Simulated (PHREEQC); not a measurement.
1 kg of water holding 0.049 mol/kgw Na2SO4 meets 20 L of dry gas (N2 1 by moles) at fixed total pressure, at 100 °C; fugacities by Peng-Robinson. The gases take part in no redox reaction, some water evaporates into the gas, and hydrates or a liquid gas phase aren't modelled. Nothing may precipitate in this run.

The numbers come from PHREEQC with the ion-association model, phreeqc.dat.

```
P (atm)  dissolved N2 (mol/kgw)  φ of N2
-------  ----------------------  -------
2                      0.000445    1.004
5                       0.00177    1.002
10                      0.00396    1.001
20                      0.00829    1.002
30                       0.0125    1.002
40                       0.0167    1.004
50                       0.0208    1.005
75                       0.0308    1.008
100                      0.0405    1.013
150                      0.0587    1.025
200                      0.0759    1.040
300                       0.108    1.079
400                       0.136    1.128
```

Away from 25 °C the constants follow the database's enthalpies or fits; those with neither stay at their 25 °C values.
